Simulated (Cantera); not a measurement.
A perfectly stirred reactor is fed with 29.5 % H₂, 14.7 % O₂, 55.4 % N₂, 0.412 % NO, at 1900000 Pa; it is adiabatic with a 400 K inlet, and is followed from long to short residence time, starting on the burning branch (τ in s: 0.088, 0.034, 0.013, 0.0052, 0.002, 0.00078, 0.0003, 0.00012, 4.6e-05).

Detailed kinetics in Cantera: GRI-Mech 3.0 (53 species, 325 reactions). The hydrogen kinetics of GRI-Mech 3.0 are dated; newer H2 mechanisms differ, most at raised pressure. The pressure lies above the range GRI-Mech 3.0 was tuned for (to about 10 atm). The mechanism lacks 2 NO + O2 → 2 NO2 and HONO, so NO2 and the effect of NO are under-described below about 1400 K.

Problem. Predict: blow-out, bracketed by the residence times tried; x(H₂) at τ = 88.0 ms; x(O₂) at τ = 88.0 ms; x(NO) at τ = 88.0 ms; x(NO₂) at τ = 88.0 ms; x(N₂) at τ = 88.0 ms; x(H₂) at τ = 2.00 ms; x(O₂) at τ = 2.00 ms; x(NO) at τ = 2.00 ms; x(NO₂) at τ = 2.00 ms; x(N₂) at τ = 2.00 ms.

Solution. 
```
Property                                                                          Result
------------------------------------------------  --------------------------------------
blow-out, bracketed by the residence times tried  burning at 46.0 µs, the shortest tried
x(H₂) at τ = 88.0 ms                                                             0.00825
x(O₂) at τ = 88.0 ms                                                             0.00383
x(NO) at τ = 88.0 ms                                                             0.00296
x(NO₂) at τ = 88.0 ms                                                            1.51e-6
x(N₂) at τ = 88.0 ms                                                               0.647
x(H₂) at τ = 2.00 ms                                                             0.00917
x(O₂) at τ = 2.00 ms                                                             0.00397
x(NO) at τ = 2.00 ms                                                             0.00358
x(NO₂) at τ = 2.00 ms                                                            1.90e-6
x(N₂) at τ = 2.00 ms                                                               0.646
```
